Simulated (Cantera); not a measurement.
Charge: 1 mol Si₂Cl₆, 6.8 mol NH₃, 10 mol N₂, equilibrated at 0.00133 bar.

Cantera equilibrium calculation (NASA polynomials, part measured and part estimated; ideal gas, pure solids and liquids). Candidate condensed phases: NH₄Cl, Si, Si₃N₄; 28 gas species. The feed counts by its element totals alone. The tables' values for SiCl₃, SiCl, SiN are old estimates; treat these amounts as uncertain. Kinetics and transport are ignored.

log p: log10 of the partial pressure in bar; n: condensed amount in mol.

```json
[
 {"T (K)": "1448", "log p N₂": "-3.19", "log p H₂": "-3.39", "log p HCl": "-3.63", "log p SiCl₂": "-4.45", "log p H": "-6.73", "log p Si": "-9.60", "log p SiCl₃": "-5.84", "n Si₃N₄(s)": "___", "n Si(l)": "0"},
 {"T (K)": "1498", "log p N₂": "-3.18", "log p H₂": "-3.37", "log p HCl": "-3.70", "log p SiCl₂": "-4.29", "log p H": "-6.45", "log p Si": "-8.77", "log p SiCl₃": "-5.90", "n Si₃N₄(s)": "___", "n Si(l)": "0"},
 {"T (K)": "1548", "log p N₂": "-3.18", "log p H₂": "-3.36", "log p HCl": "-3.78", "log p SiCl₂": "-4.17", "log p H": "-6.19", "log p Si": "-8.00", "log p SiCl₃": "-6.00", "n Si₃N₄(s)": "___", "n Si(l)": "0"},
 {"T (K)": "1598", "log p N₂": "-3.18", "log p H₂": "-3.35", "log p HCl": "-3.87", "log p SiCl₂": "-4.09", "log p H": "-5.95", "log p Si": "-7.27", "log p SiCl₃": "-6.14", "n Si₃N₄(s)": "___", "n Si(l)": "0"},
 {"T (K)": "1648", "log p N₂": "-3.17", "log p H₂": "-3.34", "log p HCl": "-3.96", "log p SiCl₂": "-4.03", "log p H": "-5.72", "log p Si": "-6.59", "log p SiCl₃": "-6.29", "n Si₃N₄(s)": "___", "n Si(l)": "0"},
 {"T (K)": "1698", "log p N₂": "-3.17", "log p H₂": "-3.34", "log p HCl": "-3.96", "log p SiCl₂": "-4.03", "log p H": "-5.51", "log p Si": "-6.18", "log p SiCl₃": "-6.41", "n Si₃N₄(s)": "0", "n Si(l)": "0.0807"},
 {"T (K)": "1748", "log p N₂": "-3.17", "log p H₂": "-3.35", "log p HCl": "-3.95", "log p SiCl₂": "-4.03", "log p H": "-5.31", "log p Si": "-5.84", "log p SiCl₃": "-6.51", "n Si₃N₄(s)": "0", "n Si(l)": "0.0912"}
]
```

Q: What belongs in the gaps?

A: 
- 1448, n Si₃N₄(s): 0.428
- 1498, n Si₃N₄(s): 0.323
- 1548, n Si₃N₄(s): 0.217
- 1598, n Si₃N₄(s): 0.119
- 1648, n Si₃N₄(s): 0.0324
